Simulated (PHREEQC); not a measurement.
# Acid rinse or clean

Dissolve 0.025 mol HBr and 0.00033 mol CuCl2 per kg of water at 25 °C. Closed to the air; pH follows from the charge balance.

Equilibrium calculation in PHREEQC: ion-association model, phreeqc.dat.

```json
{
  "pH": "1.66",
  "ionic_strength": "0.0260 mol/kgw",
  "specific_conductance": "9630 µS/cm",
  "total_alkalinity": "-25.0 meq/kg"
}
```

| species | molality | activity | log γ |
|---|---|---|---|
| H+ | 0.0250 | 0.0220 | -0.056 |
| Br- | 0.0250 | 0.0212 | -0.071 |
| Cl- | 0.000660 | 0.000563 | -0.069 |
| Cu+2 | 0.000330 | 0.000186 | -0.250 |
| CuCl+ | 3.29e-7 | 2.81e-7 | -0.068 |

This is a speciation only: nothing precipitates in the calculation.
